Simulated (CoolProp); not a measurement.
n-butane at 298.15 K and 0.0711 MPa is throttled through a valve to 0.0181 MPa with no heat exchange. Each further row changes one setting.

Model: reference Helmholtz-energy equation of state, Bücker 2006, in CoolProp.

```csv
case,temperature change (K),final density (kg/m³)
as stated,…,0.429
outlet pressure 0.00543 MPa,…,0.128
outlet pressure 0.0235 MPa,-1.2,…
```

**Question.** Complete the blanks.

**Answer.** 
- as stated, temperature change (K): -1.3
- outlet pressure 0.00543 MPa, temperature change (K): -1.6
- outlet pressure 0.0235 MPa, final density (kg/m³): 0.557
